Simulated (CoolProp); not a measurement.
Properties of R124 along the isobar 26.6 bar (Tc = 395.4 K, pc = 36.24 bar, ω = 0.288).

Values from CoolProp's reference Helmholtz-energy equation of state, de Vries 1995.

```csv
T (K),phase,viscosity (µPa s),fugacity coefficient
391.3,gas,19.3,0.7435
396.9,gas,19.2,[?]
402.5,gas,19.2,0.7690
408.1,gas,19.2,0.7803
413.8,gas,19.3,0.7910
419.4,gas,[?],0.8009
425,gas,19.6,0.8101
430.6,gas,[?],0.8188
436.3,gas,19.9,0.8271
441.9,gas,20.0,0.8348
447.5,gas,20.2,0.8421
453.1,gas,[?],0.8489
458.8,gas,20.5,[?]
464.4,gas,[?],[?]
470,gas,20.9,0.8675
```

Problem. Complete the blanks.

Solution. 
- 396.9, fugacity coefficient: 0.7568
- 419.4, viscosity (µPa s): 19.4
- 430.6, viscosity (µPa s): 19.7
- 453.1, viscosity (µPa s): 20.3
- 458.8, fugacity coefficient: 0.8555
- 464.4, viscosity (µPa s): 20.7
- 464.4, fugacity coefficient: 0.8617

Viscosity comes from a separate model (Bell 2016), an estimate that may be off by 10 % or more.
